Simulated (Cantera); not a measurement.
Charge: 1 mol Ti(OiPr)4, 4 mol CH4, held at 1623.15 K and 77.0 Pa.

Cantera equilibrium calculation (NASA polynomials, part measured and part estimated; ideal gas, pure solids and liquids). Candidate condensed phases: C, C6H6, C7H8, C8H18, H2O, Ti, TiC, TiO, TiO2, Ti2O3, Ti3O5, Ti4O7; 113 gas species. The feed counts by its element totals alone. TiC: taken at fixed stoichiometry. The numbers say what is thermodynamically allowed, not how fast it happens.

Base state: H2 0.844, CO 0.154, H 0.00229, C2H2 (acetylene) 2.95e-5 (mole fractions); condensed: C(graphite) + TiC(s).

Task: What changes in the equilibrium state with this change: temperature from 1623.15 K to 2025 K?

Result: 
```json
[
 {"species": "H2", "before": "0.844", "after": "0.789"},
 {"species": "CO", "before": "0.154", "after": "0.149"},
 {"species": "H", "before": "0.00229", "after": "0.0616"},
 {"species": "C2H2 (acetylene)", "before": "2.95e-5", "after": "0.000714"},
 {"species": "C(graphite), mol", "before": "11.0", "after": "11.0"},
 {"species": "TiC(s), mol", "before": "1.00", "after": "1.000"}
]
```

Task: What changes in the equilibrium state with this change: Ti(OiPr)4 replaced by Ti?

Result: 
```json
[
 {"species": "H2", "before": "0.844", "after": "0.997"},
 {"species": "H", "before": "0.00229", "after": "0.00249"},
 {"species": "C2H2 (acetylene)", "before": "2.95e-5", "after": "3.48e-5"},
 {"species": "CO", "before": "0.154", "after": "0"},
 {"species": "C(graphite), mol", "before": "11.0", "after": "3.00"},
 {"species": "TiC(s), mol", "before": "1.00", "after": "1.00"}
]
```
